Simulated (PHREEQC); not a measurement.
Dissolve 0.00097 mol AgF, 0.025 mol HF and 0.08 mol NaCl per kg of water at 25 °C. Closed to the air; pH follows from the charge balance.

Model: ion-association model, wateq4f.dat, run in PHREEQC.

Each row changes one thing in this solution. This is a speciation only: nothing precipitates in the calculation.

| case | pH | ionic strength (mol/kgw) | HF (mol/kgw) | F- (mol/kgw) | H2F2 (mol/kgw) | HF2- (mol/kgw) | SI of Ag2O (Ag2O) |
|---|---|---|---|---|---|---|---|
| as made | 2.46 | 0.0843 | 0.0186 | 0.00469 | 0.000922 | 0.000342 | -19.79 |
| AgF from 0.00097 to 0.00485 mol/kgw | 2.61 | 0.0835 | 0.0195 | 0.00704 | 0.00101 | 0.000537 | -17.90 |
| temperature from 25 to 65 °C | 2.61 | 0.0833 | 0.0212 | 0.00354 | 0.000253 | 0.000336 | -18.05 |
| diluted 10-fold with water | 3.02 | 0.00904 | 0.00145 | 0.00112 | 5.46e-6 | 6.25e-6 | -17.35 |
| NaCl from 0.08 to 0.4 mol/kgw | 2.41 | 0.406 | 0.0178 | 0.00514 | 0.000902 | 0.000385 | -23.28 |
| NaCl from 0.08 to 0.12 mol/kgw | 2.45 | 0.124 | 0.0185 | 0.00479 | 0.000915 | 0.000349 | -20.55 |
| diluted 100-fold with water | 3.73 | 0.000998 | 5.55e-5 | 0.000204 | 8.02e-9 | 4.34e-8 | -15.98 |
| temperature from 25 to 10 °C | 2.42 | 0.0846 | 0.0174 | 0.00513 | 0.00135 | 0.000302 | -20.55 |
| NaCl left out | 2.48 | 0.00449 | 0.0192 | 0.00418 | 0.000965 | 0.000309 | -13.71 |

Some of these states are supersaturated (in Cerargyrite, for instance). wateq4f.dat counts part of the HF as a dimer, H2F2, which phreeqc.dat doesn't know; its constant is uncertain. Constants without temperature data keep their 25 °C values here.
